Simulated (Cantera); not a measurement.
A Cantera script and what it prints.

```python
import numpy as np
import cantera as ct

gas_names = """
    CL CLO CL2 H HCL HNO HNO2 HNO3 HOCL HO2 H2 H2O H2O2 Mg MgCL MgCL2 MgH MgN MgO MgOH MgO2H2 Mg2 N NH
    NH2 NH3 NH2OH NO NO2 NO3 N2 N2H2 N2H4 N2O O OH O2 O3
""".split()
cond_names = """
    H2O(s) H2O(L) Mg(cr) Mg(L) MgCL2(s) MgCL2(L) MgO(s) MgO(L) MgO2H2(s) NH4CL(a) NH4CL(b)
""".split()


def load(file, names, dense=False):
    # The tables refer to 1 bar. Condensed volumes are neglected.
    table = {s.name: s for s in ct.Species.list_from_file(file)}
    out = []
    for n in names:
        d = dict(table[n].input_data)
        d["thermo"] = dict(d["thermo"], **{"reference-pressure": 1e5})
        if dense:
            d["equation-of-state"] = {"model": "constant-volume", "density": "1e6 g/cm^3"}
        out.append(ct.Species.from_dict(d))
    return out


gas = ct.Solution(thermo="ideal-gas", species=load("nasa_gas.yaml", gas_names))
cond = {s.name: ct.Solution(thermo="fixed-stoichiometry", species=[s], name=s.name)
        for s in load("nasa_condensed.yaml", cond_names, dense=True)}
atoms = {
    'MgO': {'Mg': 1, 'O': 1},
    'HCl': {'H': 1, 'CL': 1},
    'N2': {'N': 2},
}
top_T = {}  # K; cautious upper limits of use, not melting points


def equilibrate(T, P, feed):
    n = {}
    for name, mol in feed.items():
        for a, k in atoms[name].items():
            n[a] = n.get(a, 0.0) + k * mol
    gas.TPX = T, P, n
    mass = sum(n.values()) * gas.mean_molecular_weight
    gas.equilibrate("TP")
    valid = [c for c in cond.values() if c.min_temp <= T <= top_T.get(c.name, c.max_temp)]
    mix = ct.Mixture([(gas, mass / gas.mean_molecular_weight)] + [(c, 0.0) for c in valid])
    mix.T, mix.P = T, P
    mix.equilibrate("TP", solver="vcs", rtol=1e-11, max_steps=5000)
    return mix


results = []
feed = {'MgO': 1, 'HCl': 0.037, 'N2': 1}  # mol
T = 1300  # K
P = 101325  # Pa
mix = equilibrate(T, P, feed)
results.append((T, P, feed, dict(zip(mix.species_names, mix.species_moles))))
x = sorted(zip(gas.X, gas.species_names), reverse=True)
print(f"T = {T:g} K  P = {P:g} Pa  gas = {mix.phase_moles(0):.4g} mol")
print("   x: " + "  ".join(f"{s} {v:.3e}" for v, s in x if v > 0.0001))
print("   condensed (mol): " + ("  ".join(f"{mix.phase(i).name} {mix.phase_moles(i):.4g}"
      for i in range(1, mix.n_phases) if mix.phase_moles(i) > 1e-12) or "none"))
```

It prints:

```
T = 1300 K  P = 101325 Pa  gas = 1.037 mol
   x: N2 9.643e-01  HCL 3.355e-02  MgCL2 1.059e-03  H2O 1.059e-03
   condensed (mol): MgO(s) 0.9989
```

Method: chemical equilibrium by Gibbs-energy minimisation in Cantera with the NASA 1993 tables (ideal gas, pure condensed phases).
